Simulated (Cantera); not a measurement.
A perfectly stirred reactor is fed with 9.06 % CH₄, 14.5 % O₂, 68.1 % N₂, 8.33 % CO₂, equivalence ratio 1.2, at 101000 Pa; it is adiabatic with a 675 K inlet, and is followed from long to short residence time, starting on the burning branch (τ in s: 0.21, 0.094, 0.043, 0.02, 0.0089, 0.0041, 0.0018, 0.00084, 0.00038, 0.00018, 8e-05, 3.6e-05, 1.7e-05).

Model: GRI-Mech 3.0 (53 species, 325 reactions), integrated in Cantera.

One state of this run: T (K) = 1933; x CH₄ = 8.87e-5; x O₂ = 0.00213; x CO₂ = 0.111; x OH = 0.00245; x NO = 0.000180; x CH₂O = 9.14e-6. x: mole fraction; the columns are a selection and need not sum to one.

Q: Which value of τ (s) does it belong to?
A) 8.0e-5
B) 0.00038
C) 0.0018
D) 0.0041

A: D, 0.0041
